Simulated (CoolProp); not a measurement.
Properties of acetone along the isotherm 540.6 K (Tc = 508.1 K, pc = 4692 kPa, ω = 0.307).

Values from CoolProp's reference Helmholtz-energy equation of state, Lemmon 2006. It is a short technical equation, of lower accuracy than the large ones.

| p (kPa) | phase | cv (kJ/(kg K)) | expansivity (1/kK) |
|---|---|---|---|
| 22.3 | gas | 1.826 | 1.860 |
| 33.6 | gas | 1.826 | 1.865 |
| 50.7 | gas | 1.827 | 1.872 |
| 76.4 | gas | 1.828 | 1.884 |
| 115 | gas | 1.829 | 1.901 |
| 174 | gas | 1.832 | 1.928 |
| 262 | gas | 1.835 | 1.969 |
| 396 | gas | 1.841 | 2.034 |
| 597 | gas | 1.849 | 2.137 |
| 901 | gas | 1.862 | 2.307 |
| 1360 | gas | 1.883 | 2.601 |
| 2050 | gas | 1.917 | 3.150 |
| 3090 | gas | 1.977 | 4.361 |
| 4670 | gas | 2.092 | 8.255 |
| 7040 | supercritical | 2.252 | 31.52 |
